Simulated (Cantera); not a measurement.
Feed: 1 mol B, 0.24 mol H₂O, a varied amount of N₂, 0.21 mol NH₃, at 1450 K and 0.360 bar.

Method: chemical equilibrium by Gibbs-energy minimisation in Cantera with the NASA 1993 tables (ideal gas, pure condensed phases). Candidate condensed phases: B, BN, B₂O₃, B₃O₃H₃, H₂O; 39 gas species. Mutual solubility and eutectic melting of coexisting phases are not modelled. Gases not in the tables: H₃BO₃. The numbers say what is thermodynamically allowed, not how fast it happens.

x: gas mole fraction; n: condensed amount in mol.

```json
[
 {"n(N₂) (mol)": "2.5", "x N₂": "0.797", "x H₂": "0.201", "x H₂O": "0.00106", "x HBO₂": "0.000830", "x HBO": "6.26e-5", "x B₂O₃": "2.09e-5", "x H": "7.07e-6", "n BN(s)": "0.843", "n B₂O₃(l)": "0.0774"},
 {"n(N₂) (mol)": "3.2", "x N₂": "0.838", "x H₂": "(withheld)", "x H₂O": "(withheld)", "x HBO₂": "(withheld)", "x HBO": "(withheld)", "x B₂O₃": "2.09e-5", "x H": "(withheld)", "n BN(s)": "0.843", "n B₂O₃(l)": "0.0772"},
 {"n(N₂) (mol)": "4.2", "x N₂": "0.875", "x H₂": "(withheld)", "x H₂O": "(withheld)", "x HBO₂": "(withheld)", "x HBO": "(withheld)", "x B₂O₃": "2.09e-5", "x H": "(withheld)", "n BN(s)": "0.843", "n B₂O₃(l)": "0.0769"},
 {"n(N₂) (mol)": "5.4", "x N₂": "0.901", "x H₂": "0.0975", "x H₂O": "0.000533", "x HBO₂": "0.000590", "x HBO": "4.27e-5", "x B₂O₃": "2.09e-5", "x H": "4.92e-6", "n BN(s)": "0.843", "n B₂O₃(l)": "0.0766"},
 {"n(N₂) (mol)": "7", "x N₂": "0.923", "x H₂": "0.0759", "x H₂O": "0.000419", "x HBO₂": "0.000522", "x HBO": "3.75e-5", "x B₂O₃": "2.09e-5", "x H": "4.34e-6", "n BN(s)": "0.843", "n B₂O₃(l)": "0.0762"},
 {"n(N₂) (mol)": "9", "x N₂": "0.940", "x H₂": "0.0595", "x H₂O": "0.000330", "x HBO₂": "0.000464", "x HBO": "3.31e-5", "x B₂O₃": "2.09e-5", "x H": "3.84e-6", "n BN(s)": "0.843", "n B₂O₃(l)": "0.0758"},
 {"n(N₂) (mol)": "12", "x N₂": "0.954", "x H₂": "0.0449", "x H₂O": "0.000250", "x HBO₂": "0.000404", "x HBO": "2.87e-5", "x B₂O₃": "2.09e-5", "x H": "3.34e-6", "n BN(s)": "0.844", "n B₂O₃(l)": "0.0753"},
 {"n(N₂) (mol)": "15", "x N₂": "0.963", "x H₂": "0.0360", "x H₂O": "0.000201", "x HBO₂": "0.000362", "x HBO": "2.57e-5", "x B₂O₃": "2.09e-5", "x H": "2.99e-6", "n BN(s)": "0.844", "n B₂O₃(l)": "0.0748"}
]
```

**Question.** Some entries are withheld; supply them.

**Answer.** 
- 3.2, x H₂: 0.160
- 3.2, x H₂O: 0.000854
- 3.2, x HBO₂: 0.000746
- 3.2, x HBO: 5.54e-5
- 3.2, x H: 6.31e-6
- 4.2, x H₂: 0.124
- 4.2, x H₂O: 0.000671
- 4.2, x HBO₂: 0.000662
- 4.2, x HBO: 4.84e-5
- 4.2, x H: 5.55e-6
